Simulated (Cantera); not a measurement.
A perfectly stirred reactor is fed with C3H8 : O2 : N2 = 1 : 11.9 : 44.8 (molar parts), equivalence ratio 0.42, at 203 Torr; it is adiabatic with a 775 K inlet, and is followed from long to short residence time, starting on the burning branch (τ in s: 0.086, 0.04, 0.018, 0.0085, 0.0039, 0.0018, 0.00084, 0.00039, 0.00018, 8.3e-05).

Model: GRI-Mech 3.0 (53 species, 325 reactions), integrated in Cantera. GRI-Mech 3.0 was tuned for natural gas; its chemistry of propane as a main component is partial and can be far from experiment.

Problem. Predict: blow-out, bracketed by the residence times tried; x(C3H8) at τ = 86.0 ms; x(O2) at τ = 86.0 ms; x(CO) at τ = 86.0 ms; x(H2O2) at τ = 86.0 ms; x(NO) at τ = 86.0 ms; x(C3H8) at τ = 1.80 ms; x(O2) at τ = 1.80 ms; x(CO) at τ = 1.80 ms; x(H2O2) at τ = 1.80 ms; x(NO) at τ = 1.80 ms.

Solution. 
```
Item                                                                            Result
------------------------------------------------  ------------------------------------
blow-out, bracketed by the residence times tried  burning at 0.390 ms, out at 0.180 ms
x(C3H8) at τ = 86.0 ms                                                         1.32e-6
x(O2) at τ = 86.0 ms                                                             0.117
x(CO) at τ = 86.0 ms                                                           0.00101
x(H2O2) at τ = 86.0 ms                                                         5.48e-8
x(NO) at τ = 86.0 ms                                                           1.39e-5
x(C3H8) at τ = 1.80 ms                                                         2.08e-5
x(O2) at τ = 1.80 ms                                                             0.119
x(CO) at τ = 1.80 ms                                                           0.00902
x(H2O2) at τ = 1.80 ms                                                         2.40e-7
x(NO) at τ = 1.80 ms                                                           3.09e-6
```
